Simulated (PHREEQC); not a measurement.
A solution holds 0.032 mol/kgw CuSO4, 0.014 mol/kgw H2SO4 and 4.8e-05 mol/kgw FeCl3, at 25 °C. It is in equilibrium with CO2 at log p = -2 (atm). Otherwise closed; pH follows from the charge balance.

All values are PHREEQC results (ion-association model, wateq4f.dat), not measurements.

No solid was allowed to form.

Problem. Predict the pH.

Solution. pH 1.89.

Problem. In which forms is Cu present?

Solution. Cu+2 61 %, CuSO4 39 % of the Cu.

The solution is supersaturated, for example in Hematite (slow to form), Goethite (slow to form), so a real one may precipitate; this is no full list.
